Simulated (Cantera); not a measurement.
Charge: 1 mol Si, 1.3 mol Cl2.

These are equilibrium values from Cantera (NASA tables, ideal gas, pure condensed phases), not measurements of a reactor. Candidate condensed phases: Si; 9 gas species. The tables' values for SiCl3 are old estimates. Kinetics and transport are ignored.

Question: What condenses at these points (T in K, P in Pa): (950, 100000); (1050, 100000); (1150, 75); (1350, 18); (650, 1)?

Answer: 
```csv
T (K),P in Pa,condensed phases,Si condensed (%)
950,100000,Si,34.9
1050,100000,Si,34.8
1150,75,Si,22.4
1350,18,gas only,0.0
650,1,Si,35.0
```
